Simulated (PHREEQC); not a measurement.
**Reverse-osmosis permeate**

Model water analysis in mg/L, 90 °C, pH 5.77, pe 8.5:

| constituent | mg/L |
|---|---|
| Na | 3.69 |
| K | 1.31 |
| Ca | 0.868 |
| Mg | 0.139 |
| Cl | 3.56 |
| S(6) as SO4 | 0.265 |
| Alkalinity as HCO3 | 10.1 |
| Si as SiO2 | 0.00208 |
| Ba | 0.0503 |
| Cd | 0.00816 |
| N(5) as NO3 | 0.395 |
| Sr | 0.0107 |

Valence states are taken as typed.

All values are PHREEQC results (ion-association model, phreeqc.dat), not measurements.

- ionic strength = 0.000296 mol/kgw
- charge-balance error = -5.3 %

```csv
species,molality,activity,log γ
CO2,0.000662,0.000662,0.000
HCO3-,0.000167,0.000163,-0.010
Na+,0.000160,0.000157,-0.010
Cl-,0.000100,9.82e-5,-0.010
K+,3.35e-5,3.28e-5,-0.010
Ca+2,2.16e-5,1.97e-5,-0.039
NO3-,6.37e-6,6.23e-6,-0.010
Mg+2,5.68e-6,5.20e-6,-0.039
```

Precipitation was switched off in this run. Complexes and solids missing from the database can't appear. Away from 25 °C the constants follow the database's enthalpies or fits; those with neither stay at their 25 °C values.
